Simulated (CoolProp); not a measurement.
A Linde-Hampson liquefier for CF4 (R14): isothermal reversible compression at 250 K from 1 atm to 40 MPa, throttling to 1 atm, return gas leaving the recuperator 0 K below the feed. Each further row changes one setting.

Computed with CoolProp (reference Helmholtz-energy equation of state, Platzer 1990). This equation is an older, rougher fit; its heat capacities, sound speeds and derivatives of the liquid may be far off and weren't checked against measurements.

```json
[
 {"case": "as stated", "liquid yield per pass": "…", "compression work (kJ/kg of gas)": "116"},
 {"case": "warm-end temperature 280 K", "liquid yield per pass": "…", "compression work (kJ/kg of gas)": "140"},
 {"case": "warm-end gap 5 K", "liquid yield per pass": "…", "compression work (kJ/kg of gas)": "116"}
]
```

Fill in the missing entries.


- as stated, liquid yield per pass: 0.427
- warm-end temperature 280 K, liquid yield per pass: 0.342
- warm-end gap 5 K, liquid yield per pass: 0.418
